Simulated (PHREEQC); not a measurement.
**Alkaline etch or developer: an equilibrium model**

A solution holds 45 mmol/kgw KOH, 9.3 mmol/kgw Na2SiO3 and 0.26 mmol/kgw K3PO4, at 20 °C. Closed to the air; pH follows from the charge balance.

The numbers come from PHREEQC with the ion-association model, wateq4f.dat.

No solid was allowed to form.

### Question
What pH, ionic strength does the model give?

### Answer
pH 12.78; ionic strength 0.0683 mol/kgw.

### Question
In which forms is Si present?

### Answer
H3SiO4- 65 %, H2SiO4-2 35 % of the Si.

Species that the database lacks are ignored. H3PO4, which wateq4f.dat lacks, is added to it with the constant of phreeqc.dat.
